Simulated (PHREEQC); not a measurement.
A solution holds 0.0019 mol/kgw CuSO4, 7.9e-05 mol/kgw ZnCl2 and 0.0047 mol/kgw H2SO4, at 25 °C and 500 atm. Closed to the air; pH follows from the charge balance.

All values are PHREEQC results (ion-association model, phreeqc.dat), not measurements.

### Question
The ionic strength comes out as 0.0177 mol/kgw. What activity coefficients do H+, Zn(SO4)2-2, Zn+2, HSO4-, SO4-2 get?

### Answer
H+ 0.90, Zn(SO4)2-2 0.60, Zn+2 0.61, HSO4- 0.88, SO4-2 0.61.

Precipitation was switched off in this run. Under pressure, the constants of complexes without a molar volume in the database are unreliable.
